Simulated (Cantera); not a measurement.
A closed system holds: 1 mol Cu₂O, 19 mol H₂, 7.4 mol N₂, equilibrated at 1400 °C and 1000 Pa.

Cantera equilibrium calculation (NASA polynomials, part measured and part estimated; ideal gas, pure solids and liquids). Candidate condensed phases: Cu, CuO, Cu(OH)₂, Cu₂O, H₂O; 27 gas species. Equilibrium is a limit: real reactors are often held back by kinetics, nucleation or transport.

Q: What is the equilibrium state?

A: 
* **x(H₂)**: 0.673
* **x(N₂)**: 0.277
* **x(H₂O)**: 0.0374
* **x(Cu)**: 0.0111
* **x(H)**: 0.000936
* **x(Cu₂)**: 1.18e-5
* **x(OH)**: 2.50e-6
* **n(Cu(l))**: 1.70 mol
* **gas amount**: 26.71 mol
